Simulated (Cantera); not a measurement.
What does this Cantera script print?

```python
import numpy as np
import cantera as ct

gas = ct.Solution("h2o2.yaml")
gas.TPX = 600, 13332, {'H2': 0.75, 'O2': 0.192, 'N2': 0.846}
flame = ct.FreeFlame(gas, width=0.16)
flame.set_refine_criteria(ratio=3, slope=0.08, curve=0.16)
flame.transport_model = "mixture-averaged"
flame.solve(loglevel=0, auto=True)
z, T = flame.grid, flame.T
thick = (T[-1] - T[0]) / np.gradient(T, z).max()
show = ['H2', 'O2', 'OH', 'H', 'H2O2', 'HO2']
print(f"laminar burning velocity  {flame.velocity[0] * 100:.3f} cm/s")
print(f"burnt temperature         {T[-1]:.1f} K")
print(f"thermal thickness         {thick * 1e3:.4f} mm")
print(f"grid points               {len(z)}")
z0 = z[flame.heat_release_rate.argmax()]
print(f"{'z/mm':>9s}{'T/K':>9s}{'u/(m/s)':>9s}" + "".join(f"{s:>11s}" for s in show))
rows = []
for k in (-3, -2, -1.5, -1, -0.5, -0.25, 0, 0.25, 0.5, 1, 2, 4, 8):
    zz = z0 + k * thick
    rows.append([k * thick, np.interp(zz, z, T), np.interp(zz, z, flame.velocity),
                 *(np.interp(zz, z, flame.X[gas.species_index(s)]) for s in show)])
    print(f"{rows[-1][0] * 1e3:9.3f}{rows[-1][1]:9.1f}{rows[-1][2]:9.3f}" + "".join(f"{x:11.3e}" for x in rows[-1][3:]))
```

It prints:

```
laminar burning velocity  631.252 cm/s
burnt temperature         2185.5 K
thermal thickness         6.4176 mm
grid points               133
     z/mm      T/K  u/(m/s)         H2         O2         OH          H       H2O2        HO2
  -19.253    600.0    6.313  4.195e-01  1.074e-01  1.759e-17  2.706e-14  3.062e-16  3.407e-13
  -12.835    600.0    6.313  4.195e-01  1.074e-01  8.765e-15  1.472e-11  1.028e-15  6.868e-11
   -9.626    600.0    6.313  4.195e-01  1.074e-01  1.247e-12  2.228e-09  1.315e-13  5.820e-09
   -6.418    600.0    6.313  4.195e-01  1.074e-01  1.123e-09  6.638e-07  2.690e-10  9.074e-07
   -3.209    612.2    6.432  4.174e-01  1.071e-01  2.847e-05  6.607e-04  3.815e-07  3.839e-05
   -1.604    736.0    7.655  3.935e-01  1.029e-01  2.169e-04  1.209e-02  2.904e-07  2.513e-05
    0.000   1084.2   11.014  2.597e-01  5.789e-02  1.774e-03  8.150e-02  2.193e-07  9.717e-06
    1.604   1317.2   13.259  1.633e-01  6.022e-03  2.844e-03  1.230e-01  1.477e-07  9.912e-07
    3.209   1404.4   14.057  1.606e-01  1.597e-03  3.240e-03  1.175e-01  1.313e-07  2.419e-07
    6.418   1503.7   14.945  1.687e-01  1.249e-03  3.893e-03  1.040e-01  1.216e-07  1.695e-07
   12.835   1619.9   15.960  1.786e-01  1.025e-03  4.491e-03  8.759e-02  9.168e-08  1.258e-07
   25.670   1742.8   17.008  1.887e-01  7.472e-04  4.789e-03  7.017e-02  5.599e-08  8.671e-08
   51.341   1861.8   17.996  1.982e-01  4.778e-04  4.623e-03  5.329e-02  3.007e-08  5.633e-08
```

Computed with Cantera and the H2/O2 subset of GRI-Mech 3.0, which has no nitrogen chemistry. Burning velocities carry a grid error of a few per cent, more on coarse grids.
